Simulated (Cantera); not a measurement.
What does this Cantera script print?

```python
import numpy as np
import cantera as ct

gas_names = """
    H HO2 H2 H2O H2O2 O OH O2 O3 Si SiH SiH2 SiH3 SiH4 SiO SiO2 Si2 Si3
""".split()
cond_names = """
    H2O(s) H2O(L) Si(cr) Si(L) SiO2(Lqz) SiO2(hqz) SiO2(L)
""".split()


# ... load() reads the species with a 1 bar reference pressure and builds the phases ...
atoms = {
    'Si': {'Si': 1},
    'O2': {'O': 2},
    'H2': {'H': 2},
}
top_T = {}  # K; cautious upper limits of use, not melting points


# ... equilibrate(T, P, feed) seeds the gas with the atoms and calls Mixture.equilibrate('TP', solver="vcs", rtol=1e-11, max_steps=5000) ...
results = []
feed = {'Si': 1, 'O2': 0.055, 'H2': 43}  # mol
P = 320  # Pa
for T in [998, 1098, 1198, 1298, 1398, 1498, 1598]:
    mix = equilibrate(T, P, feed)
    results.append((T, P, feed, dict(zip(mix.species_names, mix.species_moles))))
    x = sorted(zip(gas.X, gas.species_names), reverse=True)
    print(f"T = {T:g} K  P = {P:g} Pa  gas = {mix.phase_moles(0):.4g} mol")
    print("   x: " + "  ".join(f"{s} {v:.3e}" for v, s in x if v > 0.0001))
    print("   condensed (mol): " + ("  ".join(f"{mix.phase(i).name} {mix.phase_moles(i):.4g}"
          for i in range(1, mix.n_phases) if mix.phase_moles(i) > 1e-12) or "none"))
```

Output:

```
T = 998 K  P = 320 Pa  gas = 43 mol
   x: H2 1.000e+00
   condensed (mol): Si(cr) 0.945  SiO2(hqz) 0.055
T = 1098 K  P = 320 Pa  gas = 43 mol
   x: H2 1.000e+00
   condensed (mol): Si(cr) 0.9449  SiO2(hqz) 0.05486
T = 1198 K  P = 320 Pa  gas = 43.01 mol
   x: H2 9.998e-01  SiO 1.582e-04
   condensed (mol): Si(cr) 0.9416  SiO2(hqz) 0.0516
T = 1298 K  P = 320 Pa  gas = 43.1 mol
   x: H2 9.977e-01  SiO 2.266e-03
   condensed (mol): Si(cr) 0.8962  SiO2(hqz) 0.006172
T = 1398 K  P = 320 Pa  gas = 43.11 mol
   x: H2 9.974e-01  SiO 2.551e-03
   condensed (mol): Si(cr) 0.89
T = 1498 K  P = 320 Pa  gas = 43.12 mol
   x: H2 9.971e-01  SiO 2.551e-03  H 3.033e-04
   condensed (mol): Si(cr) 0.8898
T = 1598 K  P = 320 Pa  gas = 43.13 mol
   x: H2 9.965e-01  SiO 2.550e-03  H 9.393e-04
   condensed (mol): Si(cr) 0.8884
```

Method: chemical equilibrium by Gibbs-energy minimisation in Cantera with the NASA 1993 tables (ideal gas, pure condensed phases). Mutual solubility and eutectic melting of coexisting phases are not modelled. The tables hold silica as quartz up to 1696 K and as liquid above; real silica turns to tridymite and cristobalite and melts near 1996 K.
